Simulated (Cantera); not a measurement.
A Cantera script and what it prints.

```python
import numpy as np
import cantera as ct

gas_names = """
    CL CLO CL2 H HCL HOCL HO2 H2 H2O H2O2 O OH O2 O3 Ti TiCL TiCL2 TiCL3 TiCL4 TiO TiOCL TiOCL2 TiO2
""".split()
cond_names = """
    H2O(s) H2O(L) Ti(a) Ti(b) Ti(L) TiCL2(s) TiCL3(s) TiCL4(L) TiO(a) TiO(b) TiO(L) TiO2(ru) TiO2(L)
    Ti2O3(a) Ti2O3(b) Ti2O3(L) Ti3O5(a) Ti3O5(b) Ti3O5(L) Ti4O7(s) Ti4O7(L)
""".split()


# ... load() reads the species with a 1 bar reference pressure and builds the phases ...
atoms = {
    'TiO2': {'Ti': 1, 'O': 2},
    'HCl': {'H': 1, 'CL': 1},
    'H2': {'H': 2},
}
top_T = {'TiCL2(s)': 1300, 'TiCL3(s)': 1000}  # K; cautious upper limits of use, not melting points


# ... equilibrate(T, P, feed) seeds the gas with the atoms and calls Mixture.equilibrate('TP', solver="vcs", rtol=1e-11, max_steps=5000) ...
results = []
feed = {'TiO2': 1, 'HCl': 74, 'H2': 5.9}  # mol
T = 1875  # K
P = 1333.22  # Pa
mix = equilibrate(T, P, feed)
results.append((T, P, feed, dict(zip(mix.species_names, mix.species_moles))))
x = sorted(zip(gas.X, gas.species_names), reverse=True)
print(f"T = {T:g} K  P = {P:g} Pa  gas = {mix.phase_moles(0):.4g} mol")
print("   x: " + "  ".join(f"{s} {v:.3e}" for v, s in x if v > 0.001))
print("   condensed (mol): " + ("  ".join(f"{mix.phase(i).name} {mix.phase_moles(i):.4g}"
      for i in range(1, mix.n_phases) if mix.phase_moles(i) > 1e-12) or "none"))
```

It prints:

```
T = 1875 K  P = 1333.22 Pa  gas = 80.44 mol
   x: HCL 8.997e-01  H2 7.615e-02  CL 1.401e-02  H2O 6.517e-03  H 1.567e-03  TiCL3 1.552e-03
   condensed (mol): Ti4O7(s) 0.2083
```

Equilibrium computed with Cantera from the NASA thermochemical tables; the gas is ideal and each condensed phase is pure. The tables' values for TiCl2 are old estimates; treat these amounts as uncertain. Condensed phases not in the tables: Magnéli phases beyond Ti4O7.
